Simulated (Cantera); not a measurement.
A closed system holds: 1 mol SiO2, 1900 mol H2, held at 725 K and 82.5 Torr.

Equilibrium computed with Cantera from the NASA thermochemical tables; the gas is ideal and each condensed phase is pure. Candidate condensed phases: H2O, Si, SiO2; 18 gas species. Kinetics and transport are ignored.

### Question
What is the equilibrium state?

### Answer
- x(H2) = 1.00
- n(SiO2(α-quartz)) = 1.00 mol
- gas amount = 1900 mol
- log10 activity of Si(s) (absent) = -3.73
